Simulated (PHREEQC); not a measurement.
Dissolve 0.0073 mol HF, 0.018 mol ZnSO4 and 0.16 mol CuCl2 per kg of water at 20 °C. Closed to the air; pH follows from the charge balance.

Equilibrium calculation in PHREEQC: ion-association model, phreeqc.dat.

This is a speciation only: nothing precipitates in the calculation.

Problem. What pH, ionic strength, density does the model give?

Solution. pH 2.64; ionic strength 0.462 mol/kgw; density 1.020 g/cm³.

Problem. In which forms is Cu present?

Solution. Cu+2 80 %, CuCl+ 13 %, CuSO4 5.7 %, CuCl2 0.7 %, CuF+ 0.7 % of the Cu.

Species that the database lacks are ignored.
